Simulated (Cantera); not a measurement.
**Adiabatic ignition**

An adiabatic, constant-pressure homogeneous reactor starts with CH3OH : O2 : N2 = 1 : 1.07 : 4.03 (molar parts), at 1600 K and 0.898 atm.

Detailed kinetics in Cantera: GRI-Mech 3.0 (53 species, 325 reactions). GRI-Mech 3.0 was tuned for natural gas; its chemistry of methanol as a main component is partial and can be far from experiment.

```
t (s)     T (K)  x CH3OH     x O2     x OH     x CO2   x C2H      x H
--------  -----  -------  -------  -------  --------  ------  -------
1.00e-5    1600    0.163    0.175  1.77e-6   1.82e-5  <1e-12  1.16e-6
2.67e-5    1602    0.161    0.173  6.33e-6   4.97e-5  <1e-12  2.87e-6
7.15e-5    1669    0.124    0.153  8.16e-5  0.000312  <1e-12  3.39e-5
0.000191   2543   <1e-12   0.0112   0.0223    0.0478  <1e-12   0.0299
0.000511   2741   <1e-12  0.00670   0.0189    0.0514  <1e-12   0.0175
0.00137    2753   <1e-12  0.00604   0.0181    0.0516  <1e-12   0.0165
0.00366    2748   <1e-12  0.00569   0.0176    0.0512  <1e-12   0.0163
0.00978    2747   <1e-12  0.00560   0.0174    0.0512  <1e-12   0.0163
0.0261     2747   <1e-12  0.00560   0.0174    0.0512  <1e-12   0.0163
0.0699     2747   <1e-12  0.00560   0.0174    0.0512  <1e-12   0.0163
0.187      2747   <1e-12  0.00560   0.0174    0.0512  <1e-12   0.0163
0.500      2747   <1e-12  0.00560   0.0174    0.0512  <1e-12   0.0163
```
x: mole fraction; the columns are a selection and need not sum to one.

The time of steepest temperature rise comes out as 94.7 µs, the temperature at 0.500 s is 2747 K and the equilibrium temperature comes out as 2747 K. The x(CH3OH) at 0.500 s is <1e-12 (gas-phase equilibrium <1e-12) and the x(O2) at 0.500 s is 0.00560 (gas-phase equilibrium 0.00560). The x(OH) at 0.500 s is 0.0174 (gas-phase equilibrium 0.0174).
